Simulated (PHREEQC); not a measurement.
KOH is added in steps, without added water, to 1 kg of water holding 0.013 mol HNO3 and 0.014 mol MnSO4, at 25 °C. The system is closed to oxygen. No CO2 enters from the air. The run lets Pyrochroite precipitate or redissolve, and no other solid.

Base run: PHREEQC, ion-association model, wateq4f.dat. Each further column changes one thing. The table gives pH.

| KOH added (mol) | base | MnSO4 from 0.014 to 0.14 mol/kgw | MnSO4 replaced by MnCl2 at the same molality | MnSO4 from 0.014 to 0.007 mol/kgw | no solid may form |
|---|---|---|---|---|---|
| 0 | 2.08 | 2.45 | 1.96 | 2.02 | 2.08 |
| 0.004667 | 2.29 | 2.65 | 2.15 | 2.23 | 2.29 |
| 0.009333 | 2.66 | 3.01 | 2.51 | 2.59 | 2.66 |
| 0.01633 | 8.79 | 8.44 | 8.73 | 8.93 | 10.41 |
| 0.021 | 8.84 | 8.44 | 8.77 | 9.05 | 10.96 |
| 0.02567 | 8.90 | 8.45 | 8.83 | 9.38 | 11.32 |
| 0.03033 | 8.98 | 8.45 | 8.90 | [?] | 11.56 |
| 0.035 | 9.10 | 8.46 | 9.03 | [?] | 11.72 |
| 0.03967 | 9.43 | 8.46 | [?] | 12.02 | 11.83 |
| 0.04667 | 11.66 | 8.47 | 11.67 | 12.20 | 11.96 |
| 0.05133 | 11.92 | 8.47 | 11.92 | 12.29 | 12.04 |
| 0.056 | 12.07 | 8.48 | 12.08 | 12.36 | 12.10 |

### Question
Complete the blanks.

### Answer

- 0.03033, MnSO4 from 0.014 to 0.007 mol/kgw: 11.44
- 0.035, MnSO4 from 0.014 to 0.007 mol/kgw: 11.82
- 0.03967, MnSO4 replaced by MnCl2 at the same molality: 9.35

 In at least one series the solution becomes supersaturated in solids that the run did not let form, among them Pyrochroite.
